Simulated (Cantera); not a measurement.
An isothermal, constant-pressure homogeneous reactor starts with CH4 : N2 = 0.26 : 9.6 (molar parts), at 1773 K and 1.00 bar.

Computed with Cantera and GRI-Mech 3.0 (53 species, 325 reactions). GRI-Mech 3.0 stops at C3 and has no aromatics, soot or wall deposition, so with more carbon than oxygen in the feed, carbon stays in small species such as C2H2 where larger ones or solid carbon would form.

x: mole fraction; the columns are a selection and need not sum to one.

| t (s) | x CH4 | x C2H6 | x C2H4 | x H2 | x C2H2 | x CH3 |
|---|---|---|---|---|---|---|
| 4.00e-5 | 0.0263 | 1.92e-7 | 1.88e-7 | 2.80e-5 | 9.42e-10 | 5.55e-5 |
| 0.000126 | 0.0262 | 3.93e-6 | 5.96e-6 | 0.000100 | 1.06e-7 | 0.000169 |
| 0.000400 | 0.0255 | 4.13e-5 | 0.000146 | 0.000591 | 1.12e-5 | 0.000448 |
| 0.00126 | 0.0212 | 0.000106 | 0.00133 | 0.00546 | 0.000782 | 0.000685 |
| 0.00400 | 0.0129 | 3.06e-5 | 0.000596 | 0.0187 | 0.00577 | 0.000379 |
| 0.0126 | (withheld) | (withheld) | (withheld) | (withheld) | (withheld) | (withheld) |
| 0.0400 | 0.00228 | 8.47e-7 | 2.27e-5 | 0.0351 | 0.0117 | 6.57e-5 |
| 0.126 | (withheld) | (withheld) | 1.42e-5 | 0.0374 | 0.0125 | (withheld) |
| 0.400 | 0.000236 | 9.47e-9 | 1.37e-5 | 0.0381 | 0.0127 | 6.95e-6 |
| 1.26 | 8.78e-5 | 1.47e-9 | 1.38e-5 | 0.0384 | 0.0128 | 2.59e-6 |
| 4.00 | 6.00e-5 | 7.88e-10 | 1.38e-5 | 0.0384 | 0.0128 | 1.77e-6 |

Question: What belongs in the gaps?

Answer: 
- 0.0126, x CH4: 0.00615
- 0.0126, x C2H6: 6.20e-6
- 0.0126, x C2H4: 9.77e-5
- 0.0126, x H2: 0.0293
- 0.0126, x C2H2: 0.00966
- 0.0126, x CH3: 0.000175
- 0.126, x CH4: 0.000738
- 0.126, x C2H6: 9.06e-8
- 0.126, x CH3: 2.16e-5
